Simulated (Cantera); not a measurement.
## Low-pressure radical oxidation in H2/O2

An isothermal, constant-pressure homogeneous reactor starts with 0.224 % H2, 41.6 % O2, 58.2 % N2, at 1173 K and 1.13 Torr.

Model: GRI-Mech 3.0 (53 species, 325 reactions), integrated in Cantera. Radical loss at walls, strong at low pressure, is not modelled.

| t (s) | x H2 | x O2 | x HO2 | x H2O | x OH | x H |
|---|---|---|---|---|---|---|
| 2.00e-5 | 0.00224 | 0.416 | 1.14e-12 | <1e-12 | <1e-12 | 1.13e-12 |
| 0.000100 | 0.00224 | 0.416 | 5.73e-12 | <1e-12 | <1e-12 | 5.46e-12 |
| 0.000502 | 0.00224 | 0.416 | 2.87e-11 | <1e-12 | 6.06e-12 | 2.27e-11 |
| 0.00252 | 0.00224 | 0.416 | 1.44e-10 | 6.50e-12 | 8.96e-11 | 5.75e-11 |
| 0.0126 | 0.00224 | 0.416 | 7.22e-10 | 3.08e-10 | 7.65e-10 | 1.23e-10 |
| 0.0632 | 0.00224 | 0.416 | 3.62e-9 | 2.26e-8 | 1.70e-8 | 1.68e-9 |
| 0.317 | 0.000853 | 0.414 | 5.95e-8 | 0.00114 | 0.000413 | 9.44e-5 |
| 1.59 | 5.30e-6 | 0.414 | 2.99e-8 | 0.00213 | 0.000168 | 6.01e-5 |
| 7.96 | 4.68e-6 | 0.414 | 2.82e-8 | 0.00214 | 0.000157 | 4.96e-5 |
| 39.9 | 2.74e-6 | 0.414 | 2.16e-8 | 0.00217 | 0.000121 | 2.19e-5 |
| 200 | 5.67e-7 | 0.415 | 9.13e-9 | 0.00222 | 5.49e-5 | 2.03e-6 |
x: mole fraction; the columns are a selection and need not sum to one.

Equilibrium at this temperature and pressure: H2 6.49e-10, O2 0.415, HO2 4.85e-10, H2O 0.00225, OH 1.86e-6, H 7.80e-11 (gas phase only).
